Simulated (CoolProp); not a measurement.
Vapour-liquid equilibrium of R22 (1) + dimethyl ether (2) at 214.3 K; x and y are mole fractions of (1).

Values from CoolProp's multi-fluid Helmholtz-energy mixture model, Kamei 1995 and Wu 2011; pair parameters Bell 2016.

```tsv
x	bubble pressure, mixture model (bar)	bubble pressure, Raoult's law (bar)	y, mixture model	y, Raoult's law
0.05	0.1711	0.1855	0.034	0.108
0.15	0.1658	0.2082	0.122	0.289
0.25	0.1628	0.2308	0.242	0.434
0.35	0.1648	0.2534	0.396	0.553
0.45	0.1747	0.2760	0.570	0.653
0.55	0.1957	0.2986	0.733	0.737
0.65	0.2297	0.3212	0.858	0.810
0.75	0.2756	0.3439	0.937	0.873
0.85	0.3284	0.3665	0.978	0.929
0.95	0.3792	0.3891	0.996	0.978
```

The largest gap from Raoult's law is -36.7 % in bubble pressure, at x = 0.45. y crosses x between x = 0.25 and 0.35: the model has an azeotrope there.

Pair parameters are fitted to limited data, so mixtures are less certain than the pure fluids.
